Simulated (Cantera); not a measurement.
An isothermal, constant-pressure homogeneous reactor starts with NH₃ : N₂ = 1 : 22 (molar parts), at 1300 K and 0.200 bar. Integrator tolerance rtol = 1e-08.

Cantera simulation using the gas-phase N/H chemistry of the illustrative SiF4/NH3 mechanism in the Surface Chemkin manual (1991); the numbers are that mechanism's predictions, not measurements. Walls and surfaces, which speed up NH3 decomposition in real reactors, are not modelled.

Task: What does this change do: temperature 1300 to 1975 K?

Result: 
```tsv
quantity	before	after
x(NH₃) at 50.0 s	0.0423 (gas-phase equilibrium 3.68e-7)	1.06e-7 (gas-phase equilibrium 6.25e-8)
x(H₂) at 50.0 s	0.00163 (gas-phase equilibrium 0.0625)	0.0621 (gas-phase equilibrium 0.0621)
x(N₂H₄) at 50.0 s	4.87e-9 (gas-phase equilibrium <1e-12)	<1e-12 (gas-phase equilibrium <1e-12)
x(NH) at 50.0 s	9.92e-9 (gas-phase equilibrium <1e-12)	1.63e-9 (gas-phase equilibrium 9.62e-10)
x(H) at 50.0 s	5.71e-8 (gas-phase equilibrium 6.23e-7)	0.000767 (gas-phase equilibrium 0.000767)
x(N) at 50.0 s	2.30e-10 (gas-phase equilibrium <1e-12)	2.29e-9 (gas-phase equilibrium 1.35e-9)
```
